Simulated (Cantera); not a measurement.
A closed system holds: 1 mol SiO₂, 0.57 mol SiCl₄, 0.092 mol O₂, equilibrated at 0.133 bar.

Method: chemical equilibrium by Gibbs-energy minimisation in Cantera with the NASA 1993 tables (ideal gas, pure condensed phases). Candidate condensed phases: Si, SiO₂; 15 gas species. The tables hold silica as quartz up to 1696 K and as liquid above; real silica turns to tridymite and cristobalite and melts near 1996 K. Equilibrium is a limit: real reactors are often held back by kinetics, nucleation or transport.

### Question
Which condensed phases are stable at each of these points (T (°C)): 327, 402, 477, 552, 627, 702, 777, 852, 927, 1002, 1077?

### Answer
```tsv
T (°C)	condensed phases	Si condensed (%)
327	SiO₂(α-quartz)	69.6
402	SiO₂(α-quartz)	69.6
477	SiO₂(α-quartz)	69.6
552	SiO₂(α-quartz)	69.6
627	SiO₂(β-quartz)	69.6
702	SiO₂(β-quartz)	69.6
777	SiO₂(β-quartz)	69.6
852	SiO₂(β-quartz)	69.6
927	SiO₂(β-quartz)	69.6
1002	SiO₂(β-quartz)	69.6
1077	SiO₂(β-quartz)	69.6
```

From 327 °C to 552 °C the condensed part is SiO₂(α-quartz). From 627 °C to 1077 °C the condensed part is SiO₂(β-quartz).
